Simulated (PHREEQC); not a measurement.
Solution (25 °C): 1.2 mol NaOH, 0.012 mol H3BO3 and 3.3 mol KBr per kg of water. It is in equilibrium with CO2 at log p = -3.5 (atm). Otherwise closed; pH follows from the charge balance.

Equilibrium calculation in PHREEQC: Pitzer model, pitzer.dat.

Precipitation was switched off in this run.

Problem. Predict the pH.

Solution. pH 10.10.

Problem. In which forms is B present?

Solution. B(OH)4- 83 %, B(OH)3 17 % of the B.

In brines, pH and single-ion activities rest on the MacInnes convention.
